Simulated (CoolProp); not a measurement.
Vapour-liquid equilibrium of cyclohexane (1) + n-heptane (2) at 5.35 bar; x and y are mole fractions of (1).

Model: multi-fluid Helmholtz-energy mixture model, Zhou 2014 and Span 2003; pair parameters Bell 2016, in CoolProp.

**Question.** Give the bubble temperature and the first vapour's composition at x = 0.05, 0.2, 0.65. Is there an azeotrope?

**Answer.** x = 0.05: 439.3 K, y = 0.067; x = 0.2: 436.1 K, y = 0.255; x = 0.65: 427.3 K, y = 0.719. No azeotrope shows between x = 0.05 and 0.95.

The pair parameters rest on a limited set of measurements; away from them the model extrapolates.
